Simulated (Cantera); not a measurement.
# Premixed flame

A freely propagating, adiabatic, planar premixed flame of 51.8 % H2, 9.28 % O2, 38.9 % N2, equivalence ratio 2.8, unburnt at 625 K and 0.109 atm; mixture-averaged transport, grid criteria slope 0.08 and curve 0.16, no radiation.

Detailed kinetics in Cantera: the H2/O2 subset of GRI-Mech 3.0, which has no nitrogen chemistry. Burning velocities carry a grid error of a few per cent, more on coarse grids.

```
z (mm)  T (K)  u (m/s)   x H2      x O2       x O      x OH     x H2O       x H
------  -----  -------  -----  --------  --------  --------  --------  --------
-26.1     625     6.23  0.518    0.0928     <1e-8     <1e-8     <1e-8     <1e-8
-17.4     625     6.23  0.518    0.0928     <1e-8     <1e-8     <1e-8     <1e-8
-13.1     625     6.23  0.518    0.0928     <1e-8     <1e-8     <1e-8     <1e-8
-8.71     625     6.23  0.518    0.0928     <1e-8     <1e-8   2.22e-7   1.43e-6
-4.36     637     6.34  0.516    0.0925   1.01e-5   1.61e-5  0.000847  0.000775
-2.18     739     7.28  0.495    0.0891  0.000185  0.000125    0.0105    0.0116
0        1044     10.1  0.376    0.0498   0.00237  0.000953    0.0937    0.0757
2.18     1249     12.0  0.293   0.00386  0.000881   0.00101     0.184     0.114
4.36     1324     12.7  0.292  0.000286  0.000395   0.00105     0.192     0.109
8.71     1411     13.4  0.300  0.000117  0.000379   0.00129     0.193    0.0973
17.4     1512     14.3  0.310  0.000102  0.000353   0.00154     0.194    0.0826
34.8     1620     15.1  0.321   8.02e-5  0.000289   0.00169     0.196    0.0667
69.7     1724     16.0  0.332   5.43e-5  0.000203   0.00166     0.198    0.0509
```
x: mole fraction of selected species; z is measured from the peak of heat release.

```
Item                         Value
------------------------  --------
laminar burning velocity  623 cm/s
thermal thickness          8.71 mm
peak x(O)                  0.00254
peak x(OH)                 0.00170
peak x(H)                    0.114
grid points                    155
```
